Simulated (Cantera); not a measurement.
What does this Cantera script print?

```python
import numpy as np
import cantera as ct

gas_names = """
    C CO COS CO2 CS CS2 C2 C2O C3 C3O2 C4 C5 Mg MgO MgS Mg2 O O2 O3 S SO SO2 SO3 S2 S2O S8
""".split()
cond_names = """
    C(gr) Mg(cr) Mg(L) MgCO3(s) MgO(s) MgO(L) MgS(s) MgSO4(s) MgSO4(L) S(cr1) S(cr2) S(L)
""".split()


def load(file, names, dense=False):
    # The tables refer to 1 bar. Condensed volumes are neglected.
    table = {s.name: s for s in ct.Species.list_from_file(file)}
    out = []
    for n in names:
        d = dict(table[n].input_data)
        d["thermo"] = dict(d["thermo"], **{"reference-pressure": 1e5})
        if dense:
            d["equation-of-state"] = {"model": "constant-volume", "density": "1e6 g/cm^3"}
        out.append(ct.Species.from_dict(d))
    return out


gas = ct.Solution(thermo="ideal-gas", species=load("nasa_gas.yaml", gas_names))
cond = {s.name: ct.Solution(thermo="fixed-stoichiometry", species=[s], name=s.name)
        for s in load("nasa_condensed.yaml", cond_names, dense=True)}
atoms = {
    'MgO': {'Mg': 1, 'O': 1},
    'SO3': {'S': 1, 'O': 3},
    'CO2': {'C': 1, 'O': 2},
}
top_T = {'C(gr)': 4500, 'MgS(s)': 2250}  # K; cautious upper limits of use, not melting points


def equilibrate(T, P, feed):
    n = {}
    for name, mol in feed.items():
        for a, k in atoms[name].items():
            n[a] = n.get(a, 0.0) + k * mol
    gas.TPX = T, P, n
    mass = sum(n.values()) * gas.mean_molecular_weight
    gas.equilibrate("TP")
    valid = [c for c in cond.values() if c.min_temp <= T <= top_T.get(c.name, c.max_temp)]
    mix = ct.Mixture([(gas, mass / gas.mean_molecular_weight)] + [(c, 0.0) for c in valid])
    mix.T, mix.P = T, P
    mix.equilibrate("TP", solver="vcs", rtol=1e-11, max_steps=5000)
    return mix


results = []
T = 1325  # K
P = 77000  # Pa
for m in [0.29, 0.42, 0.62, 0.89, 1.3, 1.9, 2.7, 3.9, 5.7, 8.2]:
    feed = {'MgO': 1, 'SO3': 0.91, 'CO2': m}  # mol
    mix = equilibrate(T, P, feed)
    results.append((T, P, feed, dict(zip(mix.species_names, mix.species_moles))))

top = {s: max(r[3][s] / sum(r[3][g] for g in gas_names) for r in results) for s in gas_names}
cols = sorted((s for s in top if top[s] > 0.0001), key=lambda s: -top[s])[:9]
seen = [c for c in cond_names if any(r[3].get(c, 0) > 1e-12 for r in results)]
print("log10 of partial pressures in bar; condensed amounts in mol")
print(f"{'n(CO2)':>10s}" + "".join(f"{s[:9]:>10s}" for s in cols + seen))
for T, P, feed, n in results:
    ng = sum(n[g] for g in gas_names)
    print(f"{feed['CO2']:10.4g}" + "".join(f"{np.log10(max(n[s] / ng * P / 1e5, 1e-99)):10.3f}" for s in cols)
          + "".join(f"{n.get(c, 0):10.4g}" for c in seen))
```

Output:

```
log10 of partial pressures in bar; condensed amounts in mol
    n(CO2)       CO2       SO2        O2       SO3    MgO(s)  MgSO4(s)
      0.29    -0.692    -0.435    -0.736    -1.790    0.6366    0.3634
      0.42    -0.692    -0.435    -0.736    -1.790    0.8816    0.1184
      0.62    -0.615    -0.466    -0.767    -1.836         1         0
      0.89    -0.514    -0.521    -0.822    -1.919         1         0
       1.3    -0.423    -0.593    -0.894    -2.027         1         0
       1.9    -0.347    -0.681    -0.982    -2.158         1         0
       2.7    -0.290    -0.775    -1.076    -2.299         1         0
       3.9    -0.243    -0.886    -1.187    -2.466         1         0
       5.7    -0.206    -1.013    -1.314    -2.656         1         0
       8.2    -0.180    -1.143    -1.444    -2.852         1         0
```

These are equilibrium values from Cantera (NASA tables, ideal gas, pure condensed phases), not measurements of a reactor. Mutual solubility and eutectic melting of coexisting phases are not modelled.
